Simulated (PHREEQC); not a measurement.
Model water analysis in mg/L, 25 °C, pH 7.67, pe 9: Na 2.22; K 1.06; Ca 0.29; Mg 0.62; Cl 1.62; S(6) as SO4 1.83; Alkalinity as HCO3 6.31; Ba 0.0167.

Valence states are taken as typed.

The numbers come from PHREEQC with the ion-association model, wateq4f.dat.

Precipitation was switched off in this run.

### Question
Predict the charge-balance error.

### Answer
charge-balance error 0.6 %.

### Question
In which forms is C present?

### Answer
HCO3- 95 %, CO2 4.5 % of the C.
